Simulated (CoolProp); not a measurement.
Computed with CoolProp (reference Helmholtz-energy equation of state, Lemmon 2006). It is a short technical equation, of lower accuracy than the large ones.

Question: For nitrous oxide, give the phase and the density (kg/m³), cv (kJ/(kg K)), Joule-Thomson coefficient (K/MPa), expansivity (1/kK) at 333.5 K and 3.87 MPa; 333.5 K and 26.4 MPa.

Answer: 
- 333.5 K and 3.87 MPa: gas; density 73.1, cv 0.781, Joule-Thomson coefficient 8.58, expansivity 5.21
- 333.5 K and 26.4 MPa: supercritical; density 801, cv 0.908, Joule-Thomson coefficient 0.424, expansivity 5.01
